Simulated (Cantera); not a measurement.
Cantera run, input and output.

```python
import numpy as np
import cantera as ct

gas = ct.Solution("gri30.yaml")
gas.TPX = 1150, 150000, {'N2O': 1, 'O2': 0.58}
reactor = ct.IdealGasConstPressureReactor(gas, energy="off", clone=False)
net = ct.ReactorNet([reactor])
net.rtol, net.atol = 1e-08, 1e-18
show = ['N2O', 'O2', 'NO', 'NO2', 'O']
times = np.geomspace(0.0001, 100, 14)

steps = ct.SolutionArray(gas, extra=["t"])
rows = []
print(f"{'t/s':>10s}{'T/K':>9s}{'P/Pa':>11s}" + "".join(f"{s:>11s}" for s in show))
for t in times:
    while net.time < t:
        t_next = net.step()
        steps.append(gas.state, t=t_next)
    rows.append([np.interp(t, steps.t, y) for y in (steps.T, steps.P, *steps(*show).X.T)])
    print(f"{t:10.3e}{rows[-1][0]:9.1f}{rows[-1][1]:11.4g}" + "".join(f"{x:11.3e}" for x in rows[-1][2:]))
rate = np.gradient(steps.T, steps.t)
print("integrator steps:", len(steps.t))
if steps.T.max() > steps.T[0] + 200:
    print(f"time of steepest temperature rise: {steps.t[rate.argmax()]:.4e} s")
gas.TPX = 1150, 150000, {'N2O': 1, 'O2': 0.58}
gas.equilibrate("TP")
print(f"equilibrium (TP): T = {gas.T:.1f} K  " + "  ".join(f"{s} {gas[s].X[0]:.3e}" for s in show))
```

Result:

```
       t/s      T/K       P/Pa        N2O         O2         NO        NO2          O
 1.000e-04   1150.0    1.5e+05  6.329e-01  3.671e-01  1.574e-06  6.867e-11  7.408e-07
 2.894e-04   1150.0    1.5e+05  6.328e-01  3.671e-01  4.794e-06  6.355e-10  7.408e-07
 8.377e-04   1150.0    1.5e+05  6.327e-01  3.671e-01  1.411e-05  5.511e-09  7.407e-07
 2.424e-03   1150.0    1.5e+05  6.323e-01  3.672e-01  4.103e-05  4.504e-08  7.405e-07
 7.017e-03   1150.0    1.5e+05  6.311e-01  3.675e-01  1.186e-04  3.511e-07  7.399e-07
 2.031e-02   1150.0    1.5e+05  6.276e-01  3.682e-01  3.404e-04  2.387e-06  7.376e-07
 5.878e-02   1150.0    1.5e+05  6.178e-01  3.702e-01  9.655e-04  1.229e-05  7.295e-07
 1.701e-01   1150.0    1.5e+05  5.908e-01  3.759e-01  2.665e-03  4.406e-05  7.053e-07
 4.924e-01   1150.0    1.5e+05  5.222e-01  3.902e-01  6.831e-03  1.228e-04  6.431e-07
 1.425e+00   1150.0    1.5e+05  3.802e-01  4.203e-01  1.471e-02  2.728e-04  5.091e-07
 4.125e+00   1150.0    1.5e+05  1.827e-01  4.634e-01  2.326e-02  4.409e-04  2.963e-07
 1.194e+01   1150.0    1.5e+05  3.809e-02  4.966e-01  2.624e-02  5.335e-04  8.278e-08
 3.455e+01   1150.0    1.5e+05  9.515e-04  5.055e-01  2.573e-02  9.111e-04  6.709e-09
 1.000e+02   1150.0    1.5e+05  1.992e-07  5.057e-01  2.558e-02  1.053e-03  4.858e-09
integrator steps: 1126
equilibrium (TP): T = 1150.0 K  N2O 1.123e-08  O2 5.191e-01  NO 1.621e-04  NO2 6.759e-06  O 4.922e-09
```

Model: GRI-Mech 3.0 (53 species, 325 reactions), integrated in Cantera. GRI-Mech 3.0 was tuned for natural gas; its chemistry of N2O as a main component is partial and can be far from experiment. The mechanism lacks the step 2 NO + O2 → 2 NO2, which can matter for NO2 below about 1400 K. The temperature is held fixed by assumption; the heat of reaction is taken as removed at once.
